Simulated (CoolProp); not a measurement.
Properties of carbon monoxide at several states.

Values from CoolProp's reference Helmholtz-energy equation of state, Lemmon 2006. It is a short technical equation, of lower accuracy than the large ones.

```
T (°C)   p (MPa)          phase  speed of sound (m/s)  Joule-Thomson coefficient (K/MPa)  isothermal compressibility (1/MPa)
-------  -------  -------------  --------------------  ---------------------------------  ----------------------------------
-157.65     8.67         liquid                     …                                  …                                   …
-176.95   0.0149            gas                 199.5                                  …                               67.36
-79.15       5.9  supercritical                     …                                  …                              0.1952
```

Question: What belongs in the gaps?

Answer: 
- -157.65, speed of sound (m/s): 642.0
- -157.65, Joule-Thomson coefficient (K/MPa): -0.07685
- -157.65, isothermal compressibility (1/MPa): 0.008229
- -176.95, Joule-Thomson coefficient (K/MPa): 19.06
- -79.15, speed of sound (m/s): 281.0
- -79.15, Joule-Thomson coefficient (K/MPa): 4.338
